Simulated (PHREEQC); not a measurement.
A solution holds 21 mmol/kgw Al(NO3)3 and 4.1 mmol/kgw MgSO4, at 20 °C. Closed to the air; pH follows from the charge balance.

The numbers come from PHREEQC with the ion-association model, wateq4f.dat.

This is a speciation only: nothing precipitates in the calculation.

**Question.** Order these S species by the share of S that they hold, largest first: HSO4-, MgSO4, Al(SO4)2-, AlSO4+, SO4-2.

**Answer.** AlSO4+ (77 %), SO4-2 (20 %), MgSO4 (2.1 %), Al(SO4)2- (1.3 %), HSO4- (0.17 %)

**Question.** Order these Al species by the share of Al that they hold, largest first: Al+3, Al(SO4)2-, AlOH+2, AlSO4+.

**Answer.** Al+3 (84 %), AlSO4+ (15 %), AlOH+2 (1.3 %), Al(SO4)2- (0.13 %)

The pH is 3.67 and the ionic strength 0.122 mol/kgw. Examples of supersaturated solids here: Basaluminite, Gibbsite (slow to form). Others may be too.
